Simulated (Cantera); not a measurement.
Charge: 1 mol NiS, 73 mol H2, at 0.510 bar.

Cantera equilibrium calculation (NASA polynomials, part measured and part estimated; ideal gas, pure solids and liquids). Candidate condensed phases: Ni, NiS, NiS2, Ni3S2, Ni3S4, S; 9 gas species. Metal and sulfide melt together well below either melting point, which pure phases cannot show. Mutual solubility and eutectic melting of coexisting phases are not modelled. Equilibrium is a limit: real reactors are often held back by kinetics, nucleation or transport.

x: gas mole fraction; n: condensed amount in mol.

```
T (K)   x H2    x H2S      x SH     x H  n Ni3S2(s)  n Ni(s)  n Ni3S2(l)
-----  -----  -------  --------  ------  ----------  -------  ----------
673    0.995  0.00457  2.68e-12  <1e-12       0.333        0           0
723    0.995  0.00457  2.02e-11  <1e-12       0.333        0           0
773    0.995  0.00457  1.17e-10       ?       0.333        0           0
823    0.995  0.00457  5.53e-10       ?       0.333        0           0
873    0.995  0.00457   2.18e-9       ?       0.333        0           0
923    0.995  0.00457   7.43e-9       ?       0.333        0           0
973    0.995  0.00457   2.23e-8       ?       0.333        0           0
1023   0.995  0.00457   6.03e-8       ?       0.333        0           0
1073   0.995  0.00474   1.54e-7       ?           0   0.0191       0.327
1123   0.994  0.00562   4.16e-7       ?           0    0.115       0.295
1173   0.993  0.00652   1.03e-6       ?           0    0.214       0.262
1223   0.993  0.00743   2.33e-6       ?           0    0.314       0.229
```

### Question
Fill in the missing entries.

### Answer

- 773, x H: 1.27e-12
- 823, x H: 1.02e-11
- 873, x H: 6.54e-11
- 923, x H: 3.42e-10
- 973, x H: 1.51e-9
- 1023, x H: 5.78e-9
- 1073, x H: 1.96e-8
- 1123, x H: 5.95e-8
- 1173, x H: 1.65e-7
- 1223, x H: 4.19e-7
